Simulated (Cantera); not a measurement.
**Boron, boron nitride and boron oxide: B₂O₃ + O₂ + H₂ + H₂O**

Feed: 1 mol B₂O₃, 1.3 mol O₂, 1.7 mol H₂, 2.3 mol H₂O.

Method: chemical equilibrium by Gibbs-energy minimisation in Cantera with the NASA 1993 tables (ideal gas, pure condensed phases). Candidate condensed phases: B, B₂O₃, B₃O₃H₃, H₂O; 23 gas species. Gases not in the tables: H₃BO₃. Kinetics and transport are ignored.

Stable condensed phases:

```
T in K \ P in Pa
             10     28     77    220    600   1700   4600  13000  36000 100000
   2373       A      A      A      A      A      A      A      A      A      A
   2173       A      A      A      A      A      A      A      A      A      A
   1973       A      A      A      A      A      A      A      A      A      A
   1773       A      A      A      A      A      A      A      A      B      B
   1573       A      A      A      A      A      B      B      B      B      B
   1373       A      B      B      B      B      B      B      B      B      B
   1173       B      B      B      B      B      B      B      B      B      B
    973       B      B      B      B      B      B      B      B      B      B
    773       B      B      B      B      B      B      B      B      B      B
```

A: gas only; B: B₂O₃.
